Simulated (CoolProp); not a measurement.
Vapour-liquid equilibrium of benzene (1) + toluene (2) at 442.5 K; x and y are mole fractions of (1).

The numbers come from the multi-fluid Helmholtz-energy mixture model, Thol 2012 and Lemmon 2006; pair parameters Bell 2016 in CoolProp.

```
x     bubble pressure (MPa)  y at the bubble point  dew pressure at overall composition x (MPa)  liquid density (mol/L)
----  ---------------------  ---------------------  -------------------------------------------  ----------------------
0.05                 0.4381                  0.088                                       0.4292                   7.812
0.2                  0.4992                  0.315                                       0.4663                       ?
0.35                 0.5618                  0.497                                            ?                       ?
0.5                       ?                  0.646                                       0.5631                   8.343
0.65                      ?                  0.772                                       0.6273                   8.532
0.8                  0.7572                  0.879                                       0.7071                   8.729
0.95                 0.8249                      ?                                       0.8081                       ?
```

Task: Some entries are withheld; supply them.

Result: 
- 0.2, liquid density (mol/L): 7.983
- 0.35, dew pressure at overall composition x (MPa): 0.5103
- 0.35, liquid density (mol/L): 8.160
- 0.5, bubble pressure (MPa): 0.6257
- 0.65, bubble pressure (MPa): 0.6908
- 0.95, y at the bubble point: 0.972
- 0.95, liquid density (mol/L): 8.934

No azeotrope shows between x = 0.05 and 0.95.

The pair parameters rest on a limited set of measurements; away from them the model extrapolates.
